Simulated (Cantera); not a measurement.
**Ignition delay**

Mixture: 3.97 % CH4, 0.381 % CO, 19.9 % O2, 74.6 % N2, 1.15 % CO2, equivalence ratio 0.41, at 2.57 atm, adiabatic and at constant volume. Ignition delay is the time to a rise of 400 K.

Detailed kinetics in Cantera: GRI-Mech 3.0 (53 species, 325 reactions).

| T0 (K) | delay (ms) |
|---|---|
| 1098 | 55.3 |
| 1148 | 26.0 |
| 1198 | 12.8 |
| 1248 | 6.54 |
| 1298 | 3.48 |
| 1348 | 1.92 |
| 1398 | 1.10 |
| 1448 | 0.657 |

```
Property                                                Result
--------------------------------------------------  ----------
apparent activation energy between 1348 and 1448 K  170 kJ/mol
```
